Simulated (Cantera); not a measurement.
Reactions in the system H-Nb-O

Standard-state values (1 bar) from the NASA 1993 polynomials, evaluated with Cantera. Values are per mole of reaction as written; species without (g) are pure solids or liquids, kept so even where they would boil at 1 bar.

Nb + 2 H2O(g) = NbO2(g) + 4 H(g)

```
T (K)  ΔH° (kJ)  ΔS° (J/K)  ΔG° (kJ)  log10 K
-----  --------  ---------  --------  -------
1125     1183.1      363.3     774.4   -35.96
1175     1184.3      364.3     756.3   -33.62
1225     1185.5      365.3     738.0   -31.47
1275     1186.6      366.2     719.7   -29.49
1325     1187.6      366.9     701.4   -27.65
1375     1188.5      367.6     683.0   -25.95
1425     1189.4      368.3     664.6   -24.36
1475     1190.2      368.8     646.2   -22.88
1525     1191.0      369.4     627.8   -21.50
```
